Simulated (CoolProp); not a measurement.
Values from CoolProp's reference Helmholtz-energy equation of state, Thol 2019.

Task: For n-pentane, give the phase and the speed of sound (m/s), conductivity (mW/(m K)) at 445 K and 0.0914 MPa; 545.7 K and 0.0914 MPa.

Result: 
- 445 K and 0.0914 MPa: gas; speed of sound 230, conductivity 32.0
- 545.7 K and 0.0914 MPa: gas; speed of sound 255, conductivity 46.9

Thermal conductivity comes from a separate model (Vassiliou 2015).
